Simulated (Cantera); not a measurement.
Cantera run:

```python
import numpy as np
import cantera as ct

gas_names = """
    H HNO HNO2 HNO3 HO2 H2 H2O H2O2 N NH NH2 NH3 NH2OH NO NO2 NO3 N2 N2H2 N2H4 N2O O OH O2 O3 Pb PbO Pb2
""".split()
cond_names = """
    H2O(s) H2O(L) Pb(cr) Pb(L) PbO(rd) PbO(yw) PbO(L) PbO2(s) Pb3O4(s)
""".split()


# ... load() reads the species with a 1 bar reference pressure and builds the phases ...
atoms = {
    'PbO': {'Pb': 1, 'O': 1},
    'H2': {'H': 2},
    'N2': {'N': 2},
}
top_T = {'Pb3O4(s)': 820}  # K; cautious upper limits of use, not melting points


# ... equilibrate(T, P, feed) seeds the gas with the atoms and calls Mixture.equilibrate('TP', solver="vcs", rtol=1e-11, max_steps=5000) ...
results = []
feed = {'PbO': 1, 'H2': 1.8, 'N2': 75}  # mol
P = 133.322  # Pa
for T in [523, 598, 673, 748, 823, 898, 973]:
    mix = equilibrate(T, P, feed)
    results.append((T, P, feed, dict(zip(mix.species_names, mix.species_moles))))

top = {s: max(r[3][s] / sum(r[3][g] for g in gas_names) for r in results) for s in gas_names}
cols = sorted((s for s in top if top[s] > 1e-05), key=lambda s: -top[s])[:6]
seen = [c for c in cond_names if any(r[3].get(c, 0) > 1e-12 for r in results)]
print("log10 of partial pressures in bar; condensed amounts in mol")
print(f"{'T/K':>10s}" + "".join(f"{s[:9]:>10s}" for s in cols + seen))
for T, P, feed, n in results:
    ng = sum(n[g] for g in gas_names)
    print(f"{T:10.4g}" + "".join(f"{np.log10(max(n[s] / ng * P / 1e5, 1e-99)):10.3f}" for s in cols)
          + "".join(f"{n.get(c, 0):10.4g}" for c in seen))
```

Result:

```
log10 of partial pressures in bar; condensed amounts in mol
       T/K        N2       H2O        H2        Pb    Pb(cr)     Pb(L)
       523    -2.885    -4.760    -4.857   -13.765         1         0
       598    -2.885    -4.760    -4.857   -11.344         1         0
       673    -2.885    -4.760    -4.857    -9.514         0         1
       748    -2.885    -4.760    -4.857    -8.058         0    0.9995
       823    -2.885    -4.761    -4.857    -6.872         0    0.9923
       898    -2.886    -4.761    -4.858    -5.888         0    0.9253
       973    -2.888    -4.763    -4.860    -5.058         0    0.4928
```

Equilibrium computed with Cantera from the NASA thermochemical tables; the gas is ideal and each condensed phase is pure.
